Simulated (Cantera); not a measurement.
A perfectly stirred reactor is fed with CH4 : H2O = 1 : 4 (molar parts), at 4350 Torr; it is held at 1700 K, and followed from long to short residence time.

Cantera simulation using GRI-Mech 3.0 (53 species, 325 reactions); the numbers are that mechanism's predictions, not measurements.

Question: What does this change do: H2O 4 to 2.8 parts?

Answer: 
| quantity | before | after |
|---|---|---|
| x(CH4) at τ = 0.840 s | 0.0222 | 0.0313 |
| x(H2O) at τ = 0.840 s | 0.460 | 0.367 |
| x(C2H) at τ = 0.840 s | 3.26e-9 | 5.19e-9 |
| x(CH2CO) at τ = 0.840 s | 4.55e-6 | 6.02e-6 |
| x(H2) at τ = 0.840 s | 0.395 | 0.457 |
| x(CH4) at τ = 12.0 ms | 0.0864 | 0.110 |
| x(H2O) at τ = 12.0 ms | 0.689 | 0.615 |
| x(C2H) at τ = 12.0 ms | 2.46e-8 | 2.97e-8 |
| x(CH2CO) at τ = 12.0 ms | 4.78e-5 | 5.22e-5 |
| x(H2) at τ = 12.0 ms | 0.169 | 0.207 |

Question: What does this change do: pressure from 4350 Torr to 173 Torr?

Answer: 
```tsv
quantity	before	after
x(CH4) at τ = 0.840 s	0.0222	0.0257
x(H2O) at τ = 0.840 s	0.460	0.516
x(C2H) at τ = 0.840 s	3.26e-9	6.19e-8
x(CH2CO) at τ = 0.840 s	4.55e-6	2.81e-5
x(H2) at τ = 0.840 s	0.395	0.350
x(CH4) at τ = 12.0 ms	0.0864	0.122
x(H2O) at τ = 12.0 ms	0.689	0.743
x(C2H) at τ = 12.0 ms	2.46e-8	8.63e-8
x(CH2CO) at τ = 12.0 ms	4.78e-5	6.78e-5
x(H2) at τ = 12.0 ms	0.169	0.100
```
